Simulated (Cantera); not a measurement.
Input: 1 mol Cu2O, 1.2 mol C, 0.13 mol H2, 3.7 mol CH4, held at 998.15 K and 6.40 mbar.

These are equilibrium values from Cantera (NASA tables, ideal gas, pure condensed phases), not measurements of a reactor. Candidate condensed phases: C, C6H6, C7H8, C8H18, Cu, CuO, Cu(OH)2, Cu2O, H2O; 113 gas species. The numbers say what is thermodynamically allowed, not how fast it happens.

Base state: H2 0.882, CO 0.117, CH4 0.000485, H2O 0.000269, CO2 5.16e-5 (mole fractions); condensed: C(graphite) + Cu(s).

Q: What changes in the equilibrium state with this change: Cu2O replaced by Fe3O4?

A: 
```json
[
 {"species": "H2", "before": "0.882", "after": "0.653"},
 {"species": "CO", "before": "0.117", "after": "0.346"},
 {"species": "H2O", "before": "0.000269", "after": "0.000589"},
 {"species": "CO2", "before": "5.16e-5", "after": "0.000451"},
 {"species": "CH4", "before": "0.000485", "after": "0.000266"},
 {"species": "C(graphite), mol", "before": "3.90", "after": "0.909"},
 {"species": "Cu(s), mol", "before": "2.00", "after": "0"},
 {"species": "Fe(α), mol", "before": "0", "after": "3.00"}
]
```
Condensed phases not in the tables: cementite and carbon dissolved in iron. Further candidate phases: Fe, Fe(CO)5, FeO, Fe(OH)2, Fe(OH)3, Fe2O3, Fe3O4.
